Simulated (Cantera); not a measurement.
# CO + H2O (carbon deposition, reforming and gasification)

Charge: 1 mol CO, 3.5 mol H2O, at 21.0 bar.

These are equilibrium values from Cantera (NASA tables, ideal gas, pure condensed phases), not measurements of a reactor. Candidate condensed phases: C, C6H6, C7H8, C8H18, H2O; 131 gas species. Ions and electrons are included (thermal ionisation). The numbers say what is thermodynamically allowed, not how fast it happens.

From 2227 °C to 4727 °C nothing is condensed. The main C-bearing gas is CO throughout.

| T (°C) | x H2O | x H | x O | x H2 | x CO | x OH | x CO2 | x O2 |
|---|---|---|---|---|---|---|---|---|
| 2227 | 0.664 | 0.00182 | 2.48e-5 | 0.110 | 0.112 | 0.00228 | 0.109 | 6.16e-5 |
| 2727 | 0.635 | 0.0114 | 0.00141 | 0.109 | 0.122 | 0.0220 | 0.0958 | 0.00325 |
| 3227 | 0.497 | 0.0478 | 0.0161 | 0.138 | 0.139 | 0.0795 | 0.0606 | 0.0224 |
| 3727 | 0.277 | 0.143 | 0.0652 | 0.169 | 0.142 | 0.137 | 0.0261 | 0.0403 |
| 4227 | 0.101 | 0.293 | 0.147 | 0.151 | 0.125 | 0.138 | 0.00895 | 0.0364 |
| 4727 | 0.0250 | 0.435 | 0.222 | 0.0959 | 0.107 | 0.0914 | 0.00288 | 0.0212 |
x: gas mole fraction; nothing condenses.
